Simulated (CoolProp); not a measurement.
Saturation properties of dodecamethylcyclohexasiloxane (D6).

The numbers come from the reference Helmholtz-energy equation of state, Colonna 2008 in CoolProp. It is a short technical equation, of lower accuracy than the large ones.

```csv
T (°C),p (bar),liquid density (kg/m³),liquid cp (kJ/(kg K)),vapour Z,surface tension (mN/m)
105.65,0.009338,878.7,1.731,0.9978,…
116.45,0.01584,866.5,1.754,…,11.7
127.25,0.02587,854.1,1.776,0.9949,10.9
138.05,0.04081,841.6,…,0.9926,10.2
148.85,0.06240,…,1.822,0.9895,9.43
159.55,0.09243,816.3,1.844,0.9856,8.72
170.35,0.1339,803.3,1.867,…,8.02
181.15,0.1896,790.0,1.889,0.9743,7.35
191.95,0.2626,776.5,1.912,0.9667,6.70
```

Q: What belongs in the gaps?

A: 
- 105.65, surface tension (mN/m): 12.5
- 116.45, vapour Z: 0.9966
- 138.05, liquid cp (kJ/(kg K)): 1.799
- 148.85, liquid density (kg/m³): 829.0
- 170.35, vapour Z: 0.9806

It boils at 245.0 °C under 1 atm.

Surface tension comes from a separate correlation (Mulero 2014).
